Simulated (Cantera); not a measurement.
An adiabatic, constant-volume homogeneous reactor starts with H2 : O2 : N2 = 1 : 0.602 : 2.27 (molar parts), equivalence ratio 0.83, at 1600 K and 5.00 bar. Integrator tolerance rtol = 1e-08.

Cantera simulation using the H2/O2 subset of GRI-Mech 3.0, which has no nitrogen chemistry; the numbers are that mechanism's predictions, not measurements. The hydrogen kinetics of GRI-Mech 3.0 are dated; newer H2 mechanisms differ, most at raised pressure. Above 3000 K some thermodynamic fits are extrapolated.

Problem. How do the results move with these cheaper or finer settings: rtol 1e-08 to 1e-05; full GRI-Mech 3.0 in place of its H2/O2 subset; rtol 1e-08 to 1e-06?

Solution. 
```tsv
setting	time of steepest temperature rise	temperature at 2.00 s	equilibrium temperature	x(H2) at 2.00 s	integrator steps
as above	1.97 µs	3136 K	3136 K	0.0298	970
rtol 1e-08 to 1e-05	1.97 µs	3136 K	3136 K	0.0298	540
full GRI-Mech 3.0 in place of its H2/O2 subset	1.98 µs	3114 K	3114 K	0.0313	1104
rtol 1e-08 to 1e-06	1.97 µs	3136 K	3136 K	0.0298	518
```
